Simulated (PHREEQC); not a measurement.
Model water analysis in mg/L, 5 °C, pH 8.66, pe 11.1:

```tsv
constituent	mg/L
Na	5030
K	577
Ca	104
Mg	245
Cl	4390
S(6) as SO4	6970
Alkalinity as HCO3	6.84
F	5.7
```

Valence states are taken as typed.

Equilibrium calculation in PHREEQC: ion-association model, phreeqc.dat.

```csv
quantity,before,after
ionic strength (mol/kgw),0.308,0.308
Na+ (mol/kgw),0.209,0.209
NaSO4- (mol/kgw),0.0132,0.0132
Ca+2 (mol/kgw),0.00165,0.00166
CaSO4 (mol/kgw),0.000985,0.000985
KSO4- (mol/kgw),0.000913,0.000913
SI of Fluorite (CaF2),+0.08,+0.08
SI of Gypsum (CaSO4:2H2O),-0.56,-0.56
```

Which change was made?
A) pH from 8.66 to 8.16 at the same alkalinity
B) Na from 5030 to 2520 mg/L
C) Ca from 104 to 208 mg/L

A, pH from 8.66 to 8.16 at the same alkalinity

This is a speciation only: nothing precipitates in the calculation. Some of these states are supersaturated (in Fluorite, for instance). Away from 25 °C the constants follow the database's enthalpies or fits; those with neither stay at their 25 °C values.
